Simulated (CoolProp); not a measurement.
Model: reference Helmholtz-energy equation of state, Gao 2020, in CoolProp.

Problem. Give the vapour pressure (bar), liquid density (kg/m³), liquid cp (kJ/(kg K)), vapour Z of saturated ammonia at 218.8, 361.7, 385.5 K.

Solution. 
```csv
T (K),p (bar),liquid density (kg/m³),liquid cp (kJ/(kg K)),vapour Z
218.8,0.313,707,4.39,0.987
361.7,49.7,486,6.17,0.670
385.5,79.2,417,8.93,0.535
```
